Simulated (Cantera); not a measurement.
What does this Cantera script print?

```python
import numpy as np
import cantera as ct

gas_names = """
    H H2 N NH NH2 NH3 N2 N2H2 N2H4 Si SiH SiH2 SiH3 SiH4 SiN Si2 Si2N Si3
""".split()
cond_names = """
    Si(cr) Si(L) Si3N4(a)
""".split()


# ... load() reads the species with a 1 bar reference pressure and builds the phases ...
atoms = {
    'Si3N4': {'Si': 3, 'N': 4},
    'H2': {'H': 2},
}
top_T = {'Si3N4(a)': 2400}  # K; cautious upper limits of use, not melting points


# ... equilibrate(T, P, feed) seeds the gas with the atoms and calls Mixture.equilibrate('TP', solver="vcs", rtol=1e-11, max_steps=5000) ...
results = []
feed = {'Si3N4': 1, 'H2': 230}  # mol
T = 1050  # K
P = 13332.2  # Pa
mix = equilibrate(T, P, feed)
results.append((T, P, feed, dict(zip(mix.species_names, mix.species_moles))))
x = sorted(zip(gas.X, gas.species_names), reverse=True)
print(f"T = {T:g} K  P = {P:g} Pa  gas = {mix.phase_moles(0):.4g} mol")
print("   x: " + "  ".join(f"{s} {v:.3e}" for v, s in x if v > 0.001))
print("   condensed (mol): " + ("  ".join(f"{mix.phase(i).name} {mix.phase_moles(i):.4g}"
      for i in range(1, mix.n_phases) if mix.phase_moles(i) > 1e-12) or "none"))
```

Output:

```
T = 1050 K  P = 13332.2 Pa  gas = 230 mol
   x: H2 1.000e+00
   condensed (mol): Si3N4(a) 1
```

Method: chemical equilibrium by Gibbs-energy minimisation in Cantera with the NASA 1993 tables (ideal gas, pure condensed phases).
